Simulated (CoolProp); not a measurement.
Vapour-liquid equilibrium of R134a (1) + R141b (2) at 1.55 bar; x and y are mole fractions of (1).

Computed with CoolProp (multi-fluid Helmholtz-energy mixture model, Tillner-Roth 1994 and Lemmon 2006; pair parameters Bell 2016).

```json
[
 {"x": "0.05", "bubble temperature (K)": "305.3", "y at the bubble point": "0.363", "dew temperature at overall composition x (K)": "316.4", "liquid density (mol/L)": "10.49"},
 {"x": "0.15", "bubble temperature (K)": "288.9", "y at the bubble point": "0.683", "dew temperature at overall composition x (K)": "313.2", "liquid density (mol/L)": "10.91"},
 {"x": "0.25", "bubble temperature (K)": "279.2", "y at the bubble point": "0.807", "dew temperature at overall composition x (K)": "309.7", "liquid density (mol/L)": "11.24"},
 {"x": "0.35", "bubble temperature (K)": "273.0", "y at the bubble point": "0.868", "dew temperature at overall composition x (K)": "305.9", "liquid density (mol/L)": "11.51"},
 {"x": "0.45", "bubble temperature (K)": "268.9", "y at the bubble point": "0.902", "dew temperature at overall composition x (K)": "301.6", "liquid density (mol/L)": "[?]"},
 {"x": "0.55", "bubble temperature (K)": "265.8", "y at the bubble point": "0.925", "dew temperature at overall composition x (K)": "296.7", "liquid density (mol/L)": "12.01"},
 {"x": "0.65", "bubble temperature (K)": "263.5", "y at the bubble point": "0.942", "dew temperature at overall composition x (K)": "291.0", "liquid density (mol/L)": "12.25"},
 {"x": "0.75", "bubble temperature (K)": "[?]", "y at the bubble point": "0.957", "dew temperature at overall composition x (K)": "284.0", "liquid density (mol/L)": "12.49"},
 {"x": "0.85", "bubble temperature (K)": "[?]", "y at the bubble point": "0.972", "dew temperature at overall composition x (K)": "275.0", "liquid density (mol/L)": "12.76"},
 {"x": "0.95", "bubble temperature (K)": "257.8", "y at the bubble point": "0.990", "dew temperature at overall composition x (K)": "262.5", "liquid density (mol/L)": "13.05"}
]
```

What belongs in the gaps?


- 0.45, liquid density (mol/L): 11.77
- 0.75, bubble temperature (K): 261.5
- 0.85, bubble temperature (K): 259.7

No azeotrope shows between x = 0.05 and 0.95.

The pair parameters rest on a limited set of measurements; away from them the model extrapolates.
